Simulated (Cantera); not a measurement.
Feed: 1 mol acetone, 0.11 mol CO2, 2 mol H2, at 2.80 mbar.

Method: chemical equilibrium by Gibbs-energy minimisation in Cantera with the NASA 1993 tables (ideal gas, pure condensed phases). Candidate condensed phases: C, C6H6, C7H8, C8H18, H2O; 110 gas species. The feed counts by its element totals alone. Rates play no part.

**Question.** What share of the C ends up in condensed phases as a function of T (K), at 600, 800, 1000, 1200, 1400, 1600, 1800, 2000, 2200, 2400, 2600?

**Answer.** 
```csv
T (K),C condensed (%),as
600,76.4,C(graphite)
800,63.7,C(graphite)
1000,60.8,C(graphite)
1200,60.8,C(graphite)
1400,60.8,C(graphite)
1600,60.8,C(graphite)
1800,60.7,C(graphite)
2000,60.5,C(graphite)
2200,60.0,C(graphite)
2400,58.8,C(graphite)
2600,56.4,C(graphite)
```
